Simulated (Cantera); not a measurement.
What does this Cantera script print?

```python
import numpy as np
import cantera as ct

gas_names = """
    C CO CO2 C2 C2O C3 C3O2 C4 C5 Fe FeC5O5 FeO O O2 O3
""".split()
cond_names = """
    C(gr) Fe(a) Fe(c) Fe(d) Fe(L) FeC5O5(L) FeO(s) FeO(L) Fe2O3(s) Fe3O4(s)
""".split()


# ... load() reads the species with a 1 bar reference pressure and builds the phases ...
atoms = {
    'Fe2O3': {'Fe': 2, 'O': 3},
    'CO': {'C': 1, 'O': 1},
}
top_T = {'C(gr)': 4500, 'Fe2O3(s)': 1830, 'Fe3O4(s)': 1870}  # K; cautious upper limits of use, not melting points


# ... equilibrate(T, P, feed) seeds the gas with the atoms and calls Mixture.equilibrate('TP', solver="vcs", rtol=1e-11, max_steps=5000) ...
results = []
feed = {'Fe2O3': 1, 'CO': 0.8}  # mol
T = 1673.15  # K
P = 250  # Pa
mix = equilibrate(T, P, feed)
results.append((T, P, feed, dict(zip(mix.species_names, mix.species_moles))))
print(gas.report(threshold=1e-05))
for i in range(1, mix.n_phases):
    print(f"{mix.phase(i).name:16s} {mix.phase_moles(i):12.5e} mol")
```

Output:

```
       temperature   1673.2 K
          pressure   250 Pa
           density   0.0007785 kg/m^3
  mean mol. weight   43.32 kg/kmol
   phase of matter   gas

                          1 kg             1 kmol
                     ---------------   ---------------
          enthalpy       -7.1696e+06       -3.1058e+08  J
   internal energy       -7.4907e+06        -3.245e+08  J
           entropy            8029.9        3.4785e+05  J/K
    Gibbs function       -2.0605e+07        -8.926e+08  J
 heat capacity c_p            1342.1             58139  J/K
 heat capacity c_v            1150.1             49824  J/K

                      mass frac. Y      mole frac. X     chem. pot. / RT
                     ---------------   ---------------   ---------------
                CO          0.027606          0.042696           -44.201
               CO2           0.97199           0.95677           -65.067
                Fe         1.323e-05        1.0263e-05           -11.963
                 O        5.5409e-06        1.5003e-05           -20.867
                O2        0.00037087        0.00050209           -41.733
     [  +10 minor]        9.8069e-06        5.9132e-06

C(gr)             0.00000e+00 mol
Fe(d)             0.00000e+00 mol
FeC5O5(L)         0.00000e+00 mol
FeO(L)            1.29989e+00 mol
Fe2O3(s)          0.00000e+00 mol
Fe3O4(s)          2.33367e-01 mol
```

Method: chemical equilibrium by Gibbs-energy minimisation in Cantera with the NASA 1993 tables (ideal gas, pure condensed phases). Mutual solubility and eutectic melting of coexisting phases are not modelled. The tables' stoichiometric FeO is somewhat more stable than real wüstite, so its field is too wide. FeO: taken at fixed stoichiometry.
